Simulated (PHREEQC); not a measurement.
Consider water at 52 °C with 0.0042 mol MgCl2, 2.6e-05 mol CO2 and 3.3e-05 mol NaCl per kg of water. Closed to the air; pH follows from the charge balance.

Model: Pitzer model, pitzer.dat, run in PHREEQC.

* **pH**: 5.46
* **ionic strength**: 0.0126 mol/kgw
* **specific conductance**: 1640 µS/cm
* **osmotic coefficient**: 0.929

```json
[
 {"species": "Cl-", "molality": "0.00843", "activity": "0.00747", "log γ": "-0.052"},
 {"species": "Mg+2", "molality": "0.00420", "activity": "0.00264", "log γ": "-0.201"},
 {"species": "Na+", "molality": "3.30e-5", "activity": "2.92e-5", "log γ": "-0.053"},
 {"species": "CO2", "molality": "2.21e-5", "activity": "2.22e-5", "log γ": "0.001"},
 {"species": "H+", "molality": "3.90e-6", "activity": "3.46e-6", "log γ": "-0.052"},
 {"species": "HCO3-", "molality": "3.87e-6", "activity": "3.40e-6", "log γ": "-0.056"}
]
```

Precipitation was switched off in this run. Species that the database lacks are ignored. Away from 25 °C the constants follow the database's enthalpies or fits; those with neither stay at their 25 °C values.
